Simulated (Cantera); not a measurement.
A freely propagating, adiabatic, planar premixed flame of 24.3 % H2, 18.5 % O2, 57.2 % N2, equivalence ratio 0.66, unburnt at 525 K and 9.87 atm; mixture-averaged transport, grid criteria slope 0.08 and curve 0.16, no radiation.

Cantera simulation using the H2/O2 subset of GRI-Mech 3.0, which has no nitrogen chemistry; the numbers are that mechanism's predictions, not measurements. The hydrogen kinetics of GRI-Mech 3.0 are dated; newer H2 mechanisms differ, most at raised pressure. Burning velocities carry a grid error of a few per cent, more on coarse grids. Lean hydrogen flames are cellular in practice and burn faster than this planar one.

**Question.** Predict: laminar burning velocity; thermal thickness; peak x(HO2); peak x(H2O2); peak x(OH); peak x(O).

**Answer.** 
| Property | Value |
|---|---|
| laminar burning velocity | 227 cm/s |
| thermal thickness | 0.0268 mm |
| peak x(HO2) | 0.00132 |
| peak x(H2O2) | 0.000270 |
| peak x(OH) | 0.0118 |
| peak x(O) | 0.00467 |
